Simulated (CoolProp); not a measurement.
The fluid at 253.46 K and 0.0301 MPa is throttled through a valve to 0.0114 MPa with no heat exchange. The same conditions are run with several fluids, on thermodynamics alone (safety and materials aside).

The numbers come from the reference Helmholtz-energy equation of state of each fluid (n-butane: Bücker 2006; normal hydrogen: Leachman 2009; R410A: Lemmon 2003; CH3F (R41): Lemmon 2006; R124: de Vries 1995) in CoolProp. Blends and air are pseudo-pure fits.

| fluid | temperature change (K) | final density (kg/m³) |
|---|---|---|
| n-butane | -0.8 | 0.317 |
| normal hydrogen | +0.0 | 0.0109 |
| R410A | -0.7 | 0.395 |
| CH3F (R41) | -0.6 | 0.185 |
| R124 | -0.7 | 0.744 |
